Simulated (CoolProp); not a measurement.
A simple Rankine cycle with fluoroethane (R161): condensing at 325.15 K, boiler at 4.19 MPa, turbine inlet 449 K, turbine efficiency 0.9, pump efficiency 0.7, no recuperator. Each further row changes one setting.

Computed with CoolProp (reference Helmholtz-energy equation of state, Wu 2012).

```json
[
 {"case": "as stated", "thermal efficiency (%)": "9.0", "net work (kJ/kg)": "42.6", "heat in (kJ/kg)": "472", "turbine exit temperature (K)": "405.6", "volume ratio over the turbine": "2.26"},
 {"case": "condensing temperature 317.15 K", "thermal efficiency (%)": "10.7", "net work (kJ/kg)": "52.5", "heat in (kJ/kg)": "492", "turbine exit temperature (K)": "396.7", "volume ratio over the turbine": "2.70"},
 {"case": "boiler pressure 2.93 MPa", "thermal efficiency (%)": "5.5", "net work (kJ/kg)": "26.7", "heat in (kJ/kg)": "490", "turbine exit temperature (K)": "425.2", "volume ratio over the turbine": "1.58"},
 {"case": "turbine efficiency 0.8", "thermal efficiency (%)": "7.9", "net work (kJ/kg)": "37.2", "heat in (kJ/kg)": "472", "turbine exit temperature (K)": "408.7", "volume ratio over the turbine": "2.28"}
]
```
